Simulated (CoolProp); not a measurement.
Vapour-liquid equilibrium of ethanol (1) + n-octane (2) at 0.129 MPa; x and y are mole fractions of (1).

Values from CoolProp's multi-fluid Helmholtz-energy mixture model, Schroeder 2014 and Beckmüller 2019; pair parameters Bell 2016.

**Question.** Give the bubble temperature and the first vapour's composition at x = 0.05, 0.35, 0.65. Is there an azeotrope?

**Answer.** x = 0.05: 381.5 K, y = 0.533; x = 0.35: 359.0 K, y = 0.801; x = 0.65: 358.2 K, y = 0.815. y crosses x between x = 0.875 and 0.95: the model has an azeotrope there.

The pair parameters rest on a limited set of measurements; away from them the model extrapolates. With so large a gap from Raoult's law the liquid may split in two, which this calculation doesn't test in full.
